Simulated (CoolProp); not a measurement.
Vapour-liquid equilibrium of carbon dioxide (1) + ethane (2) at 1250 kPa; x and y are mole fractions of (1).

The numbers come from the multi-fluid Helmholtz-energy mixture model, Span 1996 and Bücker 2006; pair parameters Kunz 2012 in CoolProp.

### Question
Give the bubble temperature and the first vapour's composition at x = 0.15, 0.35, 0.75. Is there an azeotrope?

### Answer
x = 0.15: 240.3 K, y = 0.293; x = 0.35: 235.1 K, y = 0.492; x = 0.75: 233.5 K, y = 0.693. y crosses x between x = 0.55 and 0.65: the model has an azeotrope there.

The pair parameters rest on a limited set of measurements; away from them the model extrapolates.
